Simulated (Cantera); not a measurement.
A Cantera script and what it prints.

```python
import numpy as np
import cantera as ct

gas_names = [...]  # 95 gases of nasa_gas.yaml made of C, F, H
cond_names = """
    C(gr) C6H6(L) C7H8(L) C8H18(L),n-octa
""".split()


# ... load() reads the species with a 1 bar reference pressure and builds the phases ...
atoms = {
    'CF4': {'C': 1, 'F': 4},
    'CH4': {'C': 1, 'H': 4},
    'H2': {'H': 2},
}
top_T = {'C(gr)': 4500}  # K; cautious upper limits of use, not melting points


# ... equilibrate(T, P, feed) seeds the gas with the atoms and calls Mixture.equilibrate('TP', solver="vcs", rtol=1e-11, max_steps=5000) ...
results = []
feed = {'CF4': 1, 'CH4': 0.067, 'H2': 3.9}  # mol
T = 1748  # K
P = 13332.2  # Pa
mix = equilibrate(T, P, feed)
results.append((T, P, feed, dict(zip(mix.species_names, mix.species_moles))))
print(gas.report(threshold=1e-05))
for i in range(1, mix.n_phases):
    print(f"{mix.phase(i).name:16s} {mix.phase_moles(i):12.5e} mol")
```

It prints:

```
       temperature   1748 K
          pressure   13332 Pa
           density   0.012788 kg/m^3
  mean mol. weight   13.941 kg/kmol
   phase of matter   gas

                          1 kg             1 kmol
                     ---------------   ---------------
          enthalpy       -9.7661e+06       -1.3615e+08  J
   internal energy       -1.0809e+07       -1.5068e+08  J
           entropy             16822        2.3451e+05  J/K
    Gibbs function       -3.9171e+07       -5.4607e+08  J
 heat capacity c_p              2382             33207  J/K
 heat capacity c_v            1785.6             24893  J/K

                      mass frac. Y      mole frac. X     chem. pot. / RT
                     ---------------   ---------------   ---------------
               CH4        1.6005e-05        1.3907e-05           -46.812
    C2H2,acetylene        7.1028e-05        3.8028e-05           -27.135
                 H        2.6257e-05        0.00036314           -11.082
                HF           0.95118            0.6628           -45.418
                H2          0.048703           0.33679           -22.163
     [  +90 minor]        2.2193e-06        1.0302e-06

C(gr)             1.06645e+00 mol
```

Equilibrium computed with Cantera from the NASA thermochemical tables; the gas is ideal and each condensed phase is pure.
